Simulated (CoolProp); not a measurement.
Properties of R1224YDZ along the isotherm 218.1 K.

Computed with CoolProp (reference Helmholtz-energy equation of state, Akasaka 2023).

```csv
p (bar),phase,cp (kJ/(kg K)),Joule-Thomson coefficient (K/MPa),isothermal compressibility (1/MPa)
0.527,liquid,1.030,-0.4140,0.001046
1.08,liquid,1.030,-0.4141,0.001045
2.22,liquid,1.030,-0.4142,0.001044
4.56,liquid,1.029,-0.4145,0.001041
9.37,liquid,1.029,-0.4152,0.001035
19.3,liquid,1.028,-0.4165,0.001024
39.5,liquid,1.027,-0.4190,0.001001
81.2,liquid,1.024,-0.4237,0.0009577
167,liquid,1.020,-0.4318,0.0008811
```
